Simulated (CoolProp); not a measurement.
A single-stage vapour-compression cycle with propane: evaporating at 302.15 K (dew point), condensing at 356.15 K (bubble point), superheat 2 K, subcooling 8 K, compressor efficiency 0.65, no pressure losses. Each further row changes one setting.

Model: reference Helmholtz-energy equation of state, Lemmon 2009, in CoolProp.

```
case                              cooling COP  pressure ratio  discharge temperature (K)  refrigerating effect (kJ/kg)  volumetric capacity (kJ/m³)
--------------------------------  -----------  --------------  -------------------------  ----------------------------  ---------------------------
as stated                                2.41            3.15                      372.8                           192                         4320
evaporating temperature 307.15 K         2.78            2.79                      371.4                           196                         5020
condensing temperature 351.15 K          2.84            2.87                      366.8                           209                         4710
subcooling 13 K                          2.64            3.15                      372.8                           210                         4730
superheat 12 K                           2.48            3.15                      381.8                           212                         4500
compressor efficiency 0.55               2.04            3.15                      377.7                           192                         4320
```
